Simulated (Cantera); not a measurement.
What does this Cantera script print?

```python
import numpy as np
import cantera as ct

gas_names = """
    Fe FeO Fe(OH)2 H HNO HNO2 HNO3 HO2 H2 H2O H2O2 N NH NH2 NH3 NH2OH NO NO2 NO3 N2 N2H2 N2H4 N2O O OH
    O2 O3
""".split()
cond_names = """
    Fe(a) Fe(c) Fe(d) Fe(L) FeO(s) FeO(L) Fe(OH)2(s) Fe(OH)3(s) Fe2O3(s) Fe3O4(s) H2O(s) H2O(L)
""".split()


# ... load() reads the species with a 1 bar reference pressure and builds the phases ...
atoms = {
    'Fe2O3': {'Fe': 2, 'O': 3},
    'H2': {'H': 2},
    'N2': {'N': 2},
}
top_T = {'Fe2O3(s)': 1830, 'Fe3O4(s)': 1870}  # K; cautious upper limits of use, not melting points


# ... equilibrate(T, P, feed) seeds the gas with the atoms and calls Mixture.equilibrate('TP', solver="vcs", rtol=1e-11, max_steps=5000) ...
results = []
feed = {'Fe2O3': 1, 'H2': 4.5, 'N2': 2.2}  # mol
P = 13332.2  # Pa
for T in [1575, 1625, 1675, 1725, 1775, 1825, 1875, 1925, 1975, 2025, 2075, 2125, 2175]:
    mix = equilibrate(T, P, feed)
    results.append((T, P, feed, dict(zip(mix.species_names, mix.species_moles))))
    x = sorted(zip(gas.X, gas.species_names), reverse=True)
    print(f"T = {T:g} K  P = {P:g} Pa  gas = {mix.phase_moles(0):.4g} mol")
    print("   x: " + "  ".join(f"{s} {v:.3e}" for v, s in x if v > 0.0001))
    print("   condensed (mol): " + ("  ".join(f"{mix.phase(i).name} {mix.phase_moles(i):.4g}"
          for i in range(1, mix.n_phases) if mix.phase_moles(i) > 1e-12) or "none"))
```

It prints:

```
T = 1575 K  P = 13332.2 Pa  gas = 6.7 mol
   x: H2 4.636e-01  N2 3.283e-01  H2O 2.079e-01
   condensed (mol): Fe(c) 0.3932  FeO(s) 1.607
T = 1625 K  P = 13332.2 Pa  gas = 6.701 mol
   x: H2 4.577e-01  N2 3.283e-01  H2O 2.138e-01  H 1.307e-04
   condensed (mol): Fe(c) 0.4326  FeO(s) 1.567
T = 1675 K  P = 13332.2 Pa  gas = 6.701 mol
   x: H2 4.560e-01  N2 3.283e-01  H2O 2.154e-01  H 2.147e-04
   condensed (mol): Fe(d) 0.4435  FeO(L) 1.556
T = 1725 K  P = 13332.2 Pa  gas = 6.702 mol
   x: H2 4.580e-01  N2 3.283e-01  H2O 2.132e-01  H 3.442e-04
   condensed (mol): Fe(d) 0.4288  FeO(L) 1.571
T = 1775 K  P = 13332.2 Pa  gas = 6.703 mol
   x: H2 4.600e-01  N2 3.282e-01  H2O 2.110e-01  H 5.376e-04  Fe 1.528e-04
   condensed (mol): Fe(d) 0.4138  FeO(L) 1.585
T = 1825 K  P = 13332.2 Pa  gas = 6.705 mol
   x: H2 4.608e-01  N2 3.281e-01  H2O 2.099e-01  H 8.187e-04  Fe 3.138e-04
   condensed (mol): Fe(L) 0.4059  FeO(L) 1.592
T = 1875 K  P = 13332.2 Pa  gas = 6.708 mol
   x: H2 4.590e-01  N2 3.279e-01  H2O 2.111e-01  H 1.216e-03  Fe 6.085e-04
   condensed (mol): Fe(L) 0.413  FeO(L) 1.583
T = 1925 K  P = 13332.2 Pa  gas = 6.714 mol
   x: H2 4.571e-01  N2 3.277e-01  H2O 2.121e-01  H 1.770e-03  Fe 1.138e-03
   condensed (mol): Fe(L) 0.4175  FeO(L) 1.574
T = 1975 K  P = 13332.2 Pa  gas = 6.723 mol
   x: H2 4.551e-01  N2 3.272e-01  H2O 2.129e-01  H 2.528e-03  Fe 2.058e-03  OH 1.127e-04
   condensed (mol): Fe(L) 0.4185  FeO(L) 1.567
T = 2025 K  P = 13332.2 Pa  gas = 6.737 mol
   x: H2 4.527e-01  N2 3.265e-01  H2O 2.133e-01  Fe 3.608e-03  H 3.547e-03  OH 1.746e-04
   condensed (mol): Fe(L) 0.4143  FeO(L) 1.56
T = 2075 K  P = 13332.2 Pa  gas = 6.759 mol
   x: H2 4.498e-01  N2 3.255e-01  H2O 2.133e-01  Fe 6.148e-03  H 4.892e-03  OH 2.647e-04  Fe(OH)2 1.163e-04
   condensed (mol): Fe(L) 0.4026  FeO(L) 1.555
T = 2125 K  P = 13332.2 Pa  gas = 6.794 mol
   x: H2 4.460e-01  N2 3.238e-01  H2O 2.127e-01  Fe 1.020e-02  H 6.642e-03  OH 3.930e-04  Fe(OH)2 1.419e-04  FeO 1.286e-04
   condensed (mol): Fe(L) 0.3795  FeO(L) 1.549
T = 2175 K  P = 13332.2 Pa  gas = 6.847 mol
   x: H2 4.409e-01  N2 3.213e-01  H2O 2.114e-01  Fe 1.651e-02  H 8.878e-03  OH 5.717e-04  FeO 2.320e-04  Fe(OH)2 1.709e-04
   condensed (mol): Fe(L) 0.3397  FeO(L) 1.545
```

Equilibrium computed with Cantera from the NASA thermochemical tables; the gas is ideal and each condensed phase is pure. Each liquid is taken as pure. Mutual solubility and eutectic melting of coexisting phases are not modelled. The tables' stoichiometric FeO is somewhat more stable than real wüstite, so its field is too wide. FeO: taken at fixed stoichiometry.
